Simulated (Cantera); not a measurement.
Cantera with NASA thermochemical tables; ideal gases at 1 bar, condensed phases pure. Values are per mole of reaction as written; species without (g) are pure solids or liquids, kept so even where they would boil at 1 bar.

2 BN + 3 NO(g) = B2O3(g) + 5 N(g)

| T (K) | ΔH° (kJ) | ΔS° (J/K) | ΔG° (kJ) | log10 K |
|---|---|---|---|---|
| 1350 | 1774.1 | 422.9 | 1203.1 | -46.55 |
| 1375 | 1774.2 | 423.0 | 1192.5 | -45.30 |
| 1400 | 1774.2 | 423.0 | 1182.0 | -44.10 |
| 1425 | (withheld) | (withheld) | (withheld) | (withheld) |
| 1450 | 1774.3 | 423.1 | 1160.8 | -41.82 |
| 1475 | (withheld) | (withheld) | (withheld) | (withheld) |
| 1500 | 1774.4 | 423.2 | 1139.6 | -39.69 |
| 1525 | (withheld) | (withheld) | (withheld) | (withheld) |
| 1550 | (withheld) | (withheld) | (withheld) | (withheld) |
| 1575 | 1774.5 | 423.3 | 1107.9 | -36.74 |
| 1600 | 1774.6 | 423.3 | 1097.3 | -35.82 |

Fill in the missing entries.


- 1425, ΔH° (kJ): 1774.3
- 1425, ΔS° (J/K): 423.1
- 1425, ΔG° (kJ): 1171.4
- 1425, log10 K: -42.94
- 1475, ΔH° (kJ): 1774.4
- 1475, ΔS° (J/K): 423.2
- 1475, ΔG° (kJ): 1150.2
- 1475, log10 K: -40.73
- 1525, ΔH° (kJ): 1774.5
- 1525, ΔS° (J/K): 423.2
- 1525, ΔG° (kJ): 1129.1
- 1525, log10 K: -38.67
- 1550, ΔH° (kJ): 1774.5
- 1550, ΔS° (J/K): 423.2
- 1550, ΔG° (kJ): 1118.5
- 1550, log10 K: -37.69
